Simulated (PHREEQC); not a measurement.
Solution (25 °C): 38 mmol/kgw ZnCl2 and 71 mmol/kgw H2SO4. Closed to the air; pH follows from the charge balance.

Computed with PHREEQC (ion-association model, phreeqc.dat).

Precipitation was switched off in this run.

### Question
Order these Zn species by the share of Zn that they hold, largest first: ZnSO4, Zn+2, Zn(SO4)2-2, ZnCl2, ZnCl+.

### Answer
Zn+2 (71 %), ZnSO4 (22 %), ZnCl+ (4.3 %), Zn(SO4)2-2 (2.7 %), ZnCl2 (0.16 %)

### Question
Order these S species by the share of S that they hold, largest first: SO4-2, Zn(SO4)2-2, HSO4-, ZnSO4.

### Answer
HSO4- (64 %), SO4-2 (22 %), ZnSO4 (12 %), Zn(SO4)2-2 (2.9 %)

The pH is 1.11 and the ionic strength 0.196 mol/kgw. Complexes and solids missing from the database can't appear.
